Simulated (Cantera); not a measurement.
A perfectly stirred reactor is fed with NH3 : H2 = 1 : 10 (molar parts), at 0.133 bar; it is held at 1975 K, and followed from long to short residence time.

Model: the gas-phase N/H chemistry of the illustrative SiF4/NH3 mechanism in the Surface Chemkin manual (1991), integrated in Cantera. Walls and surfaces, which speed up NH3 decomposition in real reactors, are not modelled.

What does this change do: temperature 1975 to 2375 K?


```csv
quantity,before,after
x(NH3) at τ = 9.20 s,0.00310,4.76e-5
x(H2) at τ = 9.20 s,0.954,0.922
x(N2) at τ = 9.20 s,0.0402,0.0409
x(H) at τ = 9.20 s,0.00275,0.0371
x(NH) at τ = 9.20 s,2.59e-6,4.95e-6
x(NH3) at τ = 87.0 ms,0.0756,0.00324
x(H2) at τ = 87.0 ms,0.916,0.943
x(N2) at τ = 87.0 ms,0.00689,0.0398
x(H) at τ = 87.0 ms,0.000854,0.0138
x(NH) at τ = 87.0 ms,6.50e-6,4.39e-5
```

What does this change do: NH3 1 to 6.7 parts?


| quantity | before | after |
|---|---|---|
| x(NH3) at τ = 9.20 s | 0.00310 | 0.0122 |
| x(H2) at τ = 9.20 s | 0.954 | 0.848 |
| x(N2) at τ = 9.20 s | 0.0402 | 0.139 |
| x(H) at τ = 9.20 s | 0.00275 | 0.00153 |
| x(NH) at τ = 9.20 s | 2.59e-6 | 3.97e-6 |
| x(NH3) at τ = 87.0 ms | 0.0756 | 0.312 |
| x(H2) at τ = 87.0 ms | 0.916 | 0.656 |
| x(N2) at τ = 87.0 ms | 0.00689 | 0.0317 |
| x(H) at τ = 87.0 ms | 0.000854 | 0.000388 |
| x(NH) at τ = 87.0 ms | 6.50e-6 | 1.04e-5 |

What does this change do: temperature 1975 to 1798 K?


| quantity | before | after |
|---|---|---|
| x(NH3) at τ = 9.20 s | 0.00310 | 0.0294 |
| x(H2) at τ = 9.20 s | 0.954 | 0.942 |
| x(N2) at τ = 9.20 s | 0.0402 | 0.0282 |
| x(H) at τ = 9.20 s | 0.00275 | 0.000498 |
| x(NH) at τ = 9.20 s | 2.59e-6 | 1.05e-6 |
| x(NH3) at τ = 87.0 ms | 0.0756 | 0.0891 |
| x(H2) at τ = 87.0 ms | 0.916 | 0.910 |
| x(N2) at τ = 87.0 ms | 0.00689 | 0.000769 |
| x(H) at τ = 87.0 ms | 0.000854 | 0.000317 |
| x(NH) at τ = 87.0 ms | 6.50e-6 | 1.38e-6 |
